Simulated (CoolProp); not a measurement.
Vapour-liquid equilibrium of R227EA (1) + isobutene (2) at 0.849 MPa; x and y are mole fractions of (1).

Model: multi-fluid Helmholtz-energy mixture model, Lemmon 2016 and Lemmon 2005; pair parameters Bell 2016, in CoolProp.

```
x     bubble temperature (K)  y at the bubble point  dew temperature at overall composition x (K)  liquid density (mol/L)
----  ----------------------  ---------------------  --------------------------------------------  ----------------------
0.05                   332.0                  0.130                                         334.9                   9.479
0.2                    323.8                  0.355                                         329.4                   9.160
0.35                   320.1                  0.477                                         324.0                   8.796
0.5                    318.3                  0.569                                         319.6                   8.457
0.65                   317.5                  0.663                                         317.6                   8.158
0.8                    317.8                  0.778                                         317.9                   7.895
0.95                   319.3                  0.935                                         319.5                   7.648
```

y crosses x between x = 0.65 and 0.8: the model has an azeotrope there.

The pair parameters rest on a limited set of measurements; away from them the model extrapolates.
